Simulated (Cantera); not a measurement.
Charge: 1 mol borazine, 0.29 mol NH3, 5.6 mol N2, at 1.33 mbar.

Cantera equilibrium calculation (NASA polynomials, part measured and part estimated; ideal gas, pure solids and liquids). Candidate condensed phases: B, BN; 15 gas species. The feed counts by its element totals alone. The tables' values for BH2 are old estimates; treat these amounts as uncertain. The numbers say what is thermodynamically allowed, not how fast it happens.

Q: At 2300 K, list the 4 most abundant gas species with their mole fractions, and the condensed phases.

A: N2 0.630, H2 0.234, H 0.128, B 0.00761. Condensed: B(s).
